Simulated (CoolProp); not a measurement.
Saturation properties of neopentane (Tc = 160.6 °C, pc = 3.196 MPa, ω = 0.196).

The numbers come from the reference Helmholtz-energy equation of state, Lemmon 2006 in CoolProp. It is a short technical equation, of lower accuracy than the large ones.

```json
[
 {"T (°C)": "67.25", "p (MPa)": "0.5499", "vapour density (kg/m³)": "16.40", "enthalpy of vaporisation (kJ/kg)": "263.9"},
 {"T (°C)": "69.55", "p (MPa)": "0.5807", "vapour density (kg/m³)": "17.32", "enthalpy of vaporisation (kJ/kg)": "261.4"},
 {"T (°C)": "71.85", "p (MPa)": "0.6127", "vapour density (kg/m³)": "(withheld)", "enthalpy of vaporisation (kJ/kg)": "258.9"},
 {"T (°C)": "74.15", "p (MPa)": "0.6461", "vapour density (kg/m³)": "19.29", "enthalpy of vaporisation (kJ/kg)": "(withheld)"},
 {"T (°C)": "76.45", "p (MPa)": "0.6807", "vapour density (kg/m³)": "20.34", "enthalpy of vaporisation (kJ/kg)": "253.6"},
 {"T (°C)": "78.75", "p (MPa)": "0.7167", "vapour density (kg/m³)": "21.44", "enthalpy of vaporisation (kJ/kg)": "250.9"},
 {"T (°C)": "81.05", "p (MPa)": "0.7541", "vapour density (kg/m³)": "22.58", "enthalpy of vaporisation (kJ/kg)": "248.2"},
 {"T (°C)": "83.35", "p (MPa)": "0.7929", "vapour density (kg/m³)": "23.79", "enthalpy of vaporisation (kJ/kg)": "245.4"},
 {"T (°C)": "85.65", "p (MPa)": "0.8331", "vapour density (kg/m³)": "25.04", "enthalpy of vaporisation (kJ/kg)": "242.5"},
 {"T (°C)": "87.95", "p (MPa)": "0.8748", "vapour density (kg/m³)": "26.36", "enthalpy of vaporisation (kJ/kg)": "239.6"},
 {"T (°C)": "90.25", "p (MPa)": "0.9180", "vapour density (kg/m³)": "27.74", "enthalpy of vaporisation (kJ/kg)": "236.6"},
 {"T (°C)": "92.55", "p (MPa)": "0.9628", "vapour density (kg/m³)": "29.18", "enthalpy of vaporisation (kJ/kg)": "233.6"},
 {"T (°C)": "94.85", "p (MPa)": "1.009", "vapour density (kg/m³)": "30.69", "enthalpy of vaporisation (kJ/kg)": "230.4"},
 {"T (°C)": "97.15", "p (MPa)": "(withheld)", "vapour density (kg/m³)": "32.27", "enthalpy of vaporisation (kJ/kg)": "227.2"},
 {"T (°C)": "99.45", "p (MPa)": "1.107", "vapour density (kg/m³)": "33.93", "enthalpy of vaporisation (kJ/kg)": "223.9"}
]
```

Question: Some entries are withheld; supply them.

Answer: 
- 71.85, vapour density (kg/m³): 18.28
- 74.15, enthalpy of vaporisation (kJ/kg): 256.3
- 97.15, p (MPa): 1.057

It boils at 9.5 °C under 1 atm.
